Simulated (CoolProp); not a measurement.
Saturation properties of the fluoroketone C6F12O (FK-5-1-12).

Model: reference Helmholtz-energy equation of state, McLinden 2015, in CoolProp.

| T (K) | p (bar) | liquid density (kg/m³) | vapour density (kg/m³) | enthalpy of vaporisation (kJ/kg) | liquid cp (kJ/(kg K)) |
|---|---|---|---|---|---|
| 350.3 | 2.447 | 1430 | 30.17 | 78.96 | 1.156 |
| 352.4 | 2.596 | 1422 | 32.01 | 78.22 | 1.160 |
| 354.6 | 2.760 | 1413 | 34.03 | 77.45 | 1.163 |
| 356.7 | 2.923 | 1405 | 36.06 | 76.70 | 1.167 |
| 358.8 | 3.094 | 1397 | 38.19 | 75.93 | 1.170 |
| 360.9 | 3.272 | 1389 | 40.42 | 75.16 | 1.174 |
| 363 | 3.458 | 1381 | 42.77 | 74.37 | 1.178 |
| 365.1 | 3.652 | 1372 | 45.23 | 73.57 | 1.182 |
| 367.2 | 3.854 | 1364 | 47.81 | 72.76 | 1.186 |
| 369.3 | 4.065 | 1355 | 50.52 | 71.93 | 1.190 |
| 371.4 | 4.284 | 1346 | 53.36 | 71.09 | 1.195 |
| 373.5 | 4.511 | 1337 | 56.35 | 70.24 | 1.199 |
| 375.6 | 4.748 | 1328 | 59.48 | 69.36 | 1.204 |
| 377.8 | 5.007 | 1319 | 62.94 | 68.43 | 1.210 |

It boils at 322.2 K under 1 atm.
